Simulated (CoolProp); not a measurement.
The fluid at 592.59 K and 2.16 MPa flows at 2.6 m/s in a round tube of 1 mm bore and 1.5 µm roughness, fully developed (64/Re and Nu = 3.66 if laminar; Colebrook and Gnielinski if turbulent). The same conditions are run with several fluids, on thermodynamics alone (safety and materials aside).

Model: reference Helmholtz-energy equation of state of each fluid (nitrogen: Span 2000; dry air: Lemmon 2000; methanol: de Reuck 1993; water: Wagner 2002; methane: Setzmann 1991), in CoolProp. Blends and air are pseudo-pure fits.

```csv
fluid,Reynolds number,Darcy friction factor,pressure drop (Pa/m),heat-transfer coefficient (W/(m² K)),mass flow (kg/h)
nitrogen,1070,[?],2450,164,0.0895
dry air,1070,0.0600,2550,168,0.0926
methanol,1980,[?],1620,202,[?]
water,1030,[?],[?],180,0.0610
methane,934,0.0685,1620,322,[?]
```

What belongs in the gaps?


- nitrogen, Darcy friction factor: 0.0596
- methanol, Darcy friction factor: 0.0323
- methanol, mass flow (kg/h): 0.109
- water, Darcy friction factor: 0.0621
- water, pressure drop (Pa/m): 1740
- methane, mass flow (kg/h): 0.0515

Transport values come from each fluid's own correlations.
